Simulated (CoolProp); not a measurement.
R134a along the isotherm 455 K: density (kg/m³) from the reference equation and from simpler models built on Tc = 374.2 K, pc = 4.059 MPa, ω = 0.327; each cubic takes its own stable root.

The numbers come from the reference Helmholtz-energy equation of state, Tillner-Roth 1994 in CoolProp.

| p (MPa) | phase | reference |
|---|---|---|
| 0.135 | gas | 3.662 |
| 0.271 | gas | 7.394 |
| 0.406 | gas | 11.14 |
| 0.541 | gas | 14.94 |
| 0.677 | gas | 18.80 |
| 0.812 | gas | 22.69 |
| 0.947 | gas | 26.62 |
| 1.08 | gas | 30.54 |
| 1.22 | gas | 34.73 |
| 1.35 | gas | 38.66 |
| 1.49 | gas | 42.95 |
| 1.62 | gas | 46.98 |
| 1.76 | gas | 51.39 |
| 1.89 | gas | 55.53 |
| 2.03 | gas | 60.05 |

Task: How far does each simpler model (ideal gas, Redlich-Kwong, Soave-Redlich-Kwong) lie from the reference over these 15 states: mean and median of the absolute difference, and the worst?

Result: 
- ideal gas: mean 4.7 %, median 4.6 %, worst -8.8 % at 455 K and 2.03 MPa
- Redlich-Kwong: mean 0.6 %, median 0.6 %, worst +1.2 % at 455 K and 2.03 MPa
- Soave-Redlich-Kwong: mean 0.3 %, median 0.3 %, worst -0.6 % at 455 K and 2.03 MPa
